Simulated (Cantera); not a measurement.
## Gas-phase reforming

An isothermal, constant-pressure homogeneous reactor starts with CH4 : CO2 = 1 : 1 (molar parts), at 2175 K and 11300 Torr.

Model: GRI-Mech 3.0 (53 species, 325 reactions), integrated in Cantera. The pressure lies above the range GRI-Mech 3.0 was tuned for (to about 10 atm).

```csv
t (s),x CH4,x CO2,x HCO,x CH2,x OH,x CH2O,x HO2
2.00e-5,0.0898,0.246,1.02e-6,1.02e-5,4.15e-5,5.82e-5,1.59e-10
5.79e-5,0.0337,0.113,9.10e-7,8.63e-6,6.90e-5,3.06e-5,1.67e-10
0.000168,0.0184,0.0500,1.02e-6,6.19e-6,6.65e-5,1.47e-5,1.12e-10
0.000485,0.0144,0.0308,1.17e-6,3.25e-6,4.07e-5,5.98e-6,3.79e-11
0.00140,0.00968,0.0163,1.36e-6,1.47e-6,2.09e-5,2.51e-6,9.49e-12
0.00406,0.00561,0.00737,1.51e-6,6.33e-7,9.28e-6,1.62e-6,1.84e-12
0.0118,0.00302,0.00295,1.59e-6,2.91e-7,3.69e-6,1.49e-6,<1e-12
0.0340,0.00161,0.00109,1.63e-6,1.46e-7,1.36e-6,1.49e-6,<1e-12
0.0985,0.000862,0.000396,1.65e-6,7.64e-8,4.94e-7,1.50e-6,<1e-12
0.285,0.000491,0.000166,1.65e-6,4.34e-8,2.07e-7,1.50e-6,<1e-12
0.825,0.000382,0.000115,1.65e-6,3.37e-8,1.43e-7,1.50e-6,<1e-12
2.39,0.000377,0.000113,1.65e-6,3.33e-8,1.41e-7,1.50e-6,<1e-12
6.91,0.000377,0.000113,1.65e-6,3.33e-8,1.41e-7,1.50e-6,<1e-12
20.0,0.000377,0.000113,1.65e-6,3.33e-8,1.41e-7,1.50e-6,<1e-12
```
x: mole fraction; the columns are a selection and need not sum to one.

Equilibrium at this temperature and pressure: CH4 0.000388, CO2 0.000117, HCO 1.65e-6, CH2 3.42e-8, OH 1.46e-7, CH2O 1.50e-6, HO2 <1e-12 (gas phase only).
